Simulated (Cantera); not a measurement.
Input: 1 mol Si, 4.8 mol H2O, 140 mol H2, 0.11 mol O2, equilibrated at 1450 K and 4200 Pa.

Cantera equilibrium calculation (NASA polynomials, part measured and part estimated; ideal gas, pure solids and liquids). Candidate condensed phases: H2O, Si, SiO2; 18 gas species. The tables hold silica as quartz up to 1696 K and as liquid above; real silica turns to tridymite and cristobalite and melts near 1996 K. Rates play no part.

Base state: H2 0.979, H2O 0.0209, H 4.57e-5 (mole fractions); condensed: SiO2(β-quartz).

Q: What changes in the equilibrium state with this change: Si replaced by SiC?

A: 
```csv
species,before,after
H2,0.979,0.979
H2O,0.0209,0.0138
CO,0,0.00682
CO2,0,4.04e-5
H,4.57e-5,4.57e-5
"SiO2(β-quartz), mol",1.000,1.000
```
Further candidate phases: C, C6H6, C7H8, C8H18, SiC.
